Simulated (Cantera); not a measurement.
A closed system holds: 1 mol (CH3)2SiCl2, 0.053 mol HCl, 350 mol H2, 0.023 mol C3H8, at 1077 °C and 77000 Pa.

Method: chemical equilibrium by Gibbs-energy minimisation in Cantera with the NASA 1993 tables (ideal gas, pure condensed phases). Candidate condensed phases: C, C6H6, C7H8, C8H18, Si, SiC; 109 gas species. The feed counts by its element totals alone. Rates play no part.

Base state: H2 0.991, HCl 0.00581, CH4 0.00303 (mole fractions); condensed: SiC(s).

### Question
What changes in the equilibrium state with this change: temperature from 1077 °C to 1200 °C?

### Answer
```tsv
species	before	after
H2	0.991	0.992
HCl	0.00581	0.00581
CH4	0.00303	0.00222
H	2.70e-6	1.44e-5
SiC(s), mol	1.000	1.000
C(graphite), mol	0	0.278
```

### Question
What changes in the equilibrium state with this change: (CH3)2SiCl2 replaced by SiHCl3?

### Answer
```csv
species,before,after
H2,0.991,0.992
HCl,0.00581,0.00816
SiCl2,5.25e-7,0.000189
CH4,0.00303,1.66e-5
SiHCl3,3.59e-8,1.81e-5
SiH2Cl2,5.12e-8,1.84e-5
"SiC(s), mol",1.000,0.0632
"Si(s), mol",0,0.851
```
Mutual solubility and eutectic melting of coexisting phases are not modelled.

### Question
What changes in the equilibrium state with this change: C3H8 from 0.023 to 0.75 mol?

### Answer
| species | before | after |
|---|---|---|
| H2 | 0.991 | 0.990 |
| HCl | 0.00581 | 0.00577 |
| CH4 | 0.00303 | 0.00435 |
| SiC(s), mol | 1.000 | 1.000 |
| C(graphite), mol | 0 | 1.70 |
